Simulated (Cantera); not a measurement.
A closed system holds: 1 mol PbO, 5.1 mol C, 0.022 mol CO, at 1 atm.

These are equilibrium values from Cantera (NASA tables, ideal gas, pure condensed phases), not measurements of a reactor. Candidate condensed phases: C, Pb, PbO, PbO2, Pb3O4; 15 gas species. The numbers say what is thermodynamically allowed, not how fast it happens. All values below are at 2350 K.

Base state: CO 0.506, Pb 0.494, Pb2 0.000663 (mole fractions); condensed: C(graphite).

What changes in the equilibrium state with this change: 0.0023 mol NH3 added?


```csv
species,before,after
CO,0.506,0.505
Pb,0.494,0.492
H2,0,0.00144
N2,0,0.000544
H,0,0.000470
HCN,0,4.20e-5
Pb2,0.000663,0.000659
"C(graphite), mol",4.10,4.10
```
Further candidate phases: C6H6, C7H8, C8H18, H2O.
